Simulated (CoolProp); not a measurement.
R114 along the isotherm 8.55 °C: Z from the reference equation and from simpler models built on Tc = 147.5 °C, pc = 3352 kPa, ω = 0.252; each cubic takes its own stable root.

The numbers come from the reference Helmholtz-energy equation of state, Platzer 1990 in CoolProp. This equation is an older, rougher fit; its heat capacities, sound speeds and derivatives of the liquid may be far off and weren't checked against measurements.

```csv
p (kPa),phase,reference,van der Waals,Redlich-Kwong,Soave-Redlich-Kwong,Peng-Robinson
66.4,gas,0.9765,0.9849,0.9791,0.9768,0.9758
100,gas,0.9639,0.9770,0.9683,0.9647,0.9632
151,liquid,0.007327,0.9649,0.9514,0.007598,0.006717
228,liquid,0.01106,0.9460,0.01190,0.01147,0.01014
344,liquid,0.01668,0.9160,0.01794,0.01729,0.01529
519,liquid,0.02516,0.8665,0.02703,0.02607,0.02305
783,liquid,0.03794,0.05940,0.04072,0.03929,0.03475
1180,liquid,0.05711,0.08913,0.06123,0.05912,0.05230
1780,liquid,0.08603,0.1336,0.09206,0.08896,0.07872
2690,liquid,0.1297,0.2002,0.1385,0.1340,0.1186
4050,liquid,0.1947,0.2979,0.2070,0.2007,0.1778
6120,liquid,0.2929,0.4435,0.3099,0.3011,0.2670
9230,liquid,0.4389,0.6566,0.4614,0.4496,0.3993
```

At some of these states van der Waals, Redlich-Kwong gives the other phase, because its saturation line lies elsewhere.
